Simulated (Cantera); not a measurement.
An adiabatic, constant-volume homogeneous reactor starts with C3H8 : O2 : N2 = 1 : 4.55 : 17.1 (molar parts), equivalence ratio 1.1, at 1725 K and 0.395 atm.

Detailed kinetics in Cantera: GRI-Mech 3.0 (53 species, 325 reactions). GRI-Mech 3.0 was tuned for natural gas; its chemistry of propane as a main component is partial and can be far from experiment.

One state of this run: T (K) = 2838; P (bar) = 0.755; x C3H8 = <1e-12; x O2 = 0.0255; x HCO = 1.10e-7; x CH2O = 4.83e-10; x C2H4 = <1e-12. x: mole fraction; the columns are a selection and need not sum to one.

Q: Which value of t (s) does it belong to?
(A) 0.00245
(B) 0.0122
(C) 9.00e-6
(D) 9.95e-5

A: D, 9.95e-5
